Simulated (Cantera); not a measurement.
Charge: 1 mol Al₂O₃, 8.1 mol H₂, held at 898 K and 0.00150 bar.

Method: chemical equilibrium by Gibbs-energy minimisation in Cantera with the NASA 1993 tables (ideal gas, pure condensed phases). Candidate condensed phases: Al, Al₂O₃, H₂O; 19 gas species. Kinetics and transport are ignored.

Base state: H₂ 1.00 (mole fractions); condensed: Al₂O₃(s).

**Question.** What changes in the equilibrium state with this change: temperature from 898 K to 1773.15 K?

**Answer.** 
| species | before | after |
|---|---|---|
| H₂ | 1.00 | 0.992 |
| H | 2.83e-9 | 0.00733 |
| H₂O | <1e-9 | 0.000108 |
| Al | <1e-9 | 6.26e-5 |
| Al₂O₃(s), mol | 1.00 | 1.000 |

**Question.** What changes in the equilibrium state with this change: temperature from 898 K to 2350 K?

**Answer.** 
| species | before | after |
|---|---|---|
| H₂ | 1.00 | 0.703 |
| H | 2.83e-9 | 0.270 |
| H₂O | <1e-9 | 0.0146 |
| Al | <1e-9 | 0.00785 |
| Al₂O | <1e-9 | 0.00165 |
| OH | <1e-9 | 0.000966 |
| AlOH | <1e-9 | 0.000738 |
| Al₂O₃(s), mol | 1.00 | 0 |
| Al₂O₃(l), mol | 0 | 0.940 |
The tables' values for AlOH are old estimates; treat these amounts as uncertain.
